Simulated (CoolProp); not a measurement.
Aqueous potassium acetate as a coolant, 4 % by mass, freezing at -1.5 °C, 1 atm.

Values from CoolProp's Melinder's fits for secondary coolants.

```json
[
 {"T (°C)": "3.5", "conductivity (W/(m K))": "0.557", "cp (kJ/(kg K))": "4.030", "Prandtl number": "12.6", "viscosity (mPa s)": "1.75"},
 {"T (°C)": "8.6", "conductivity (W/(m K))": "0.566", "cp (kJ/(kg K))": "4.027", "Prandtl number": "10.6", "viscosity (mPa s)": "1.49"},
 {"T (°C)": "13.7", "conductivity (W/(m K))": "0.575", "cp (kJ/(kg K))": "4.027", "Prandtl number": "9.07", "viscosity (mPa s)": "1.30"},
 {"T (°C)": "18.8", "conductivity (W/(m K))": "0.583", "cp (kJ/(kg K))": "4.027", "Prandtl number": "7.84", "viscosity (mPa s)": "1.14"},
 {"T (°C)": "23.9", "conductivity (W/(m K))": "0.591", "cp (kJ/(kg K))": "4.029", "Prandtl number": "6.86", "viscosity (mPa s)": "1.01"},
 {"T (°C)": "29", "conductivity (W/(m K))": "0.599", "cp (kJ/(kg K))": "4.031", "Prandtl number": "6.05", "viscosity (mPa s)": "0.899"},
 {"T (°C)": "34.1", "conductivity (W/(m K))": "0.607", "cp (kJ/(kg K))": "4.033", "Prandtl number": "5.36", "viscosity (mPa s)": "0.807"},
 {"T (°C)": "39.2", "conductivity (W/(m K))": "0.614", "cp (kJ/(kg K))": "4.034", "Prandtl number": "4.78", "viscosity (mPa s)": "0.728"}
]
```
